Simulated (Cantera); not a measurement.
# Formation from one mole of O2

Source: NASA polynomial tables (part measured, part estimated), evaluated in Cantera. Values are per mole of reaction as written; species without (g) are pure solids or liquids, kept so even where they would boil at 1 bar.

C + O2(g) ⇌ CO2(g)

```
T (K)  ΔH° (kJ)  ΔS° (J/K)  ΔG° (kJ)  log10 K
-----  --------  ---------  --------  -------
498      -393.7        2.5    -394.9    41.42
598      -393.8        2.3    -395.2    34.52
698      -394.0        2.0    -395.4    29.59
798      -394.2        1.7    -395.6    25.89
898      -394.4        1.5    -395.7    23.02
998      -394.6        1.3    -395.9    20.72
1098     -394.8        1.0    -396.0    18.84
1198     -395.0        0.9    -396.1    17.27
1298     -395.2        0.7    -396.1    15.94
```

2 Ti + O2(g) ⇌ 2 TiO(g)

```
T (K)  ΔH° (kJ)  ΔS° (J/K)  ΔG° (kJ)  log10 K  condensed phases
-----  --------  ---------  --------  -------  ----------------
498       105.8      192.6       9.8    -1.03             Ti(α)
598       104.2      189.7      -9.3     0.81             Ti(α)
698       102.5      187.0     -28.1     2.10             Ti(α)
798       100.6      184.5     -46.7     3.06             Ti(α)
898        98.5      182.1     -65.0     3.78             Ti(α)
998        96.2      179.6     -83.1     4.35             Ti(α)
1098       93.2      176.8    -100.9     4.80             Ti(α)
1198       82.4      167.4    -118.2     5.15             Ti(β)
1298       80.6      165.9    -134.8     5.43             Ti(β)
```

0.8 V + O2(g) ⇌ 0.4 V2O5

```
T (K)  ΔH° (kJ)  ΔS° (J/K)  ΔG° (kJ)  log10 K  condensed phases
-----  --------  ---------  --------  -------  ----------------
498      -618.6     -171.9    -532.9    55.90     V(s), V2O5(s)
598      -617.3     -169.6    -515.9    45.06     V(s), V2O5(s)
698      -615.9     -167.5    -499.0    37.34     V(s), V2O5(s)
798      -614.5     -165.6    -482.4    31.57     V(s), V2O5(s)
898      -613.1     -163.9    -465.9    27.10     V(s), V2O5(s)
998      -585.6     -134.8    -451.1    23.61     V(s), V2O5(l)
1098     -584.0     -133.2    -437.7    20.82     V(s), V2O5(l)
1198     -582.4     -131.8    -424.4    18.51     V(s), V2O5(l)
1298     -580.9     -130.6    -411.3    16.55     V(s), V2O5(l)
```
